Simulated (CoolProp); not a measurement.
Saturation properties of R124.

Values from CoolProp's reference Helmholtz-energy equation of state, de Vries 1995.

```json
[
 {"T (°C)": "-6.65", "p (kPa)": "125.9", "liquid density (kg/m³)": "1457", "vapour density (kg/m³)": "8.167", "enthalpy of vaporisation (kJ/kg)": "163.3", "surface tension (mN/m)": "13.5", "liquid viscosity (µPa s)": "369"},
 {"T (°C)": "0.55", "p (kPa)": "166.4", "liquid density (kg/m³)": "1435", "vapour density (kg/m³)": "10.63", "enthalpy of vaporisation (kJ/kg)": "159.7", "surface tension (mN/m)": "12.6", "liquid viscosity (µPa s)": "337"},
 {"T (°C)": "7.75", "p (kPa)": "216.4", "liquid density (kg/m³)": "1413", "vapour density (kg/m³)": "13.64", "enthalpy of vaporisation (kJ/kg)": "156.1", "surface tension (mN/m)": "11.7", "liquid viscosity (µPa s)": "307"},
 {"T (°C)": "14.95", "p (kPa)": "277.1", "liquid density (kg/m³)": "1389", "vapour density (kg/m³)": "17.29", "enthalpy of vaporisation (kJ/kg)": "152.2", "surface tension (mN/m)": "10.9", "liquid viscosity (µPa s)": "281"},
 {"T (°C)": "22.15", "p (kPa)": "350.1", "liquid density (kg/m³)": "1365", "vapour density (kg/m³)": "21.67", "enthalpy of vaporisation (kJ/kg)": "148.2", "surface tension (mN/m)": "10.00", "liquid viscosity (µPa s)": "257"},
 {"T (°C)": "29.35", "p (kPa)": "436.7", "liquid density (kg/m³)": "1340", "vapour density (kg/m³)": "26.89", "enthalpy of vaporisation (kJ/kg)": "144.0", "surface tension (mN/m)": "9.14", "liquid viscosity (µPa s)": "236"},
 {"T (°C)": "36.55", "p (kPa)": "538.7", "liquid density (kg/m³)": "1314", "vapour density (kg/m³)": "33.09", "enthalpy of vaporisation (kJ/kg)": "139.6", "surface tension (mN/m)": "8.30", "liquid viscosity (µPa s)": "216"},
 {"T (°C)": "43.75", "p (kPa)": "657.6", "liquid density (kg/m³)": "1287", "vapour density (kg/m³)": "40.42", "enthalpy of vaporisation (kJ/kg)": "134.9", "surface tension (mN/m)": "7.47", "liquid viscosity (µPa s)": "198"},
 {"T (°C)": "50.95", "p (kPa)": "795.0", "liquid density (kg/m³)": "1259", "vapour density (kg/m³)": "49.08", "enthalpy of vaporisation (kJ/kg)": "129.9", "surface tension (mN/m)": "6.66", "liquid viscosity (µPa s)": "182"},
 {"T (°C)": "58.15", "p (kPa)": "952.9", "liquid density (kg/m³)": "1230", "vapour density (kg/m³)": "59.30", "enthalpy of vaporisation (kJ/kg)": "124.6", "surface tension (mN/m)": "5.86", "liquid viscosity (µPa s)": "167"},
 {"T (°C)": "65.35", "p (kPa)": "1133", "liquid density (kg/m³)": "1198", "vapour density (kg/m³)": "71.38", "enthalpy of vaporisation (kJ/kg)": "118.8", "surface tension (mN/m)": "5.09", "liquid viscosity (µPa s)": "152"},
 {"T (°C)": "72.55", "p (kPa)": "1337", "liquid density (kg/m³)": "1165", "vapour density (kg/m³)": "85.74", "enthalpy of vaporisation (kJ/kg)": "112.6", "surface tension (mN/m)": "4.33", "liquid viscosity (µPa s)": "139"},
 {"T (°C)": "79.75", "p (kPa)": "1568", "liquid density (kg/m³)": "1128", "vapour density (kg/m³)": "102.9", "enthalpy of vaporisation (kJ/kg)": "105.8", "surface tension (mN/m)": "3.59", "liquid viscosity (µPa s)": "127"},
 {"T (°C)": "86.95", "p (kPa)": "1827", "liquid density (kg/m³)": "1088", "vapour density (kg/m³)": "123.8", "enthalpy of vaporisation (kJ/kg)": "98.25", "surface tension (mN/m)": "2.87", "liquid viscosity (µPa s)": "115"}
]
```

It boils at -12.0 °C under 1 atm.

Viscosity comes from a separate model (Bell 2016), an estimate that may be off by 10 % or more. Surface tension comes from a separate correlation (Mulero 2012).
